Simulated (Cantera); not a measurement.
## Pyrogenic steam for wet oxidation

A perfectly stirred reactor is fed with 21.0 % H2, 51.3 % O2, 27.7 % N2, equivalence ratio 0.20, at 1.00 bar; it is held at 875 K, and followed from long to short residence time.

Computed with Cantera and the H2/O2 subset of GRI-Mech 3.0, which has no nitrogen chemistry. Below about 950 K walls govern HO2 and H2O2 in real vessels. The temperature is held fixed by assumption; the heat of reaction is taken as removed at once.

| τ (s) | x H2 | x O2 | x H2O | x OH | x H2O2 | x HO2 | x H |
|---|---|---|---|---|---|---|---|
| 0.70 | 0.191 | 0.507 | 0.0206 | 1.27e-8 | 0.00155 | 3.38e-5 | 3.81e-8 |
| 0.42 | 0.202 | 0.510 | 0.00859 | 8.49e-9 | 0.00106 | 2.86e-5 | 3.05e-8 |
| 0.25 | 0.208 | 0.512 | 0.00205 | 3.37e-9 | 0.000428 | 1.86e-5 | 1.42e-8 |
| 0.15 | 0.210 | 0.513 | 0.000238 | 6.57e-10 | 8.11e-5 | 8.38e-6 | 3.18e-9 |
| 0.091 | 0.210 | 0.513 | 3.24e-5 | 1.48e-10 | 1.63e-5 | 3.86e-6 | 8.30e-10 |
| 0.055 | 0.210 | 0.513 | 5.23e-6 | 3.95e-11 | 3.55e-6 | 1.77e-6 | 2.63e-10 |
| 0.033 | 0.210 | 0.513 | 7.07e-7 | 8.90e-12 | 5.63e-7 | 5.78e-7 | 7.07e-11 |
| 0.020 | 0.210 | 0.513 | 1.12e-7 | 2.32e-12 | 8.93e-8 | 1.63e-7 | 2.12e-11 |
| 0.012 | 0.210 | 0.513 | 3.22e-8 | 1.12e-12 | 2.27e-8 | 6.86e-8 | 1.11e-11 |
| 0.0071 | 0.210 | 0.513 | 1.27e-8 | <1e-12 | 6.87e-9 | 3.47e-8 | 7.79e-12 |
x: mole fraction; the columns are a selection and need not sum to one.
